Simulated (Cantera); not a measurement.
**Premixed flame**

A freely propagating, adiabatic, planar premixed flame of CH₄ : CO : O₂ : N₂ = 1 : 0.75 : 3.25 : 12.2 (molar parts), equivalence ratio 0.73, unburnt at 525 K and 0.670 bar; mixture-averaged transport, grid criteria slope 0.08 and curve 0.16, no radiation.

Detailed kinetics in Cantera: GRI-Mech 3.0 (53 species, 325 reactions). Burning velocities carry a grid error of a few per cent, more on coarse grids.

```csv
z (mm),T (K),u (m/s),x CH₄,x CO,x O₂,x C₂H₂,x NO,x HCN
-1.72,525,0.931,0.0581,0.0436,0.189,<1e-8,<1e-8,<1e-8
-1.15,526,0.933,0.0580,0.0436,0.189,<1e-8,<1e-8,<1e-8
-0.862,529,0.939,0.0578,0.0435,0.188,<1e-8,<1e-8,<1e-8
-0.575,555,0.987,0.0564,0.0437,0.187,3.86e-8,1.32e-8,<1e-8
-0.287,805,1.44,0.0442,0.0469,0.169,7.81e-7,2.43e-7,3.03e-8
-0.144,1145,2.06,0.0263,0.0531,0.140,2.79e-6,7.10e-7,1.00e-7
0,1499,2.71,0.00673,0.0579,0.102,5.29e-6,1.64e-6,2.25e-7
0.144,1654,2.98,0.000526,0.0489,0.0782,6.24e-7,2.96e-6,1.74e-7
0.287,1712,3.06,2.31e-5,0.0372,0.0691,1.24e-8,4.30e-6,5.94e-8
0.575,1787,3.17,5.22e-8,0.0241,0.0625,<1e-8,6.71e-6,<1e-8
1.15,1874,3.31,<1e-8,0.0161,0.0585,<1e-8,1.06e-5,<1e-8
2.30,1960,3.44,<1e-8,0.0115,0.0561,<1e-8,1.62e-5,<1e-8
4.60,2029,3.55,<1e-8,0.00730,0.0541,<1e-8,2.45e-5,<1e-8
```
x: mole fraction of selected species; z is measured from the peak of heat release.

The laminar burning velocity comes out as 93.0 cm/s and the thermal thickness comes out as 0.575 mm. The peak x(C₂H₂) is 5.49e-6. The peak x(HCN) is 2.39e-7 and the grid points is 137.
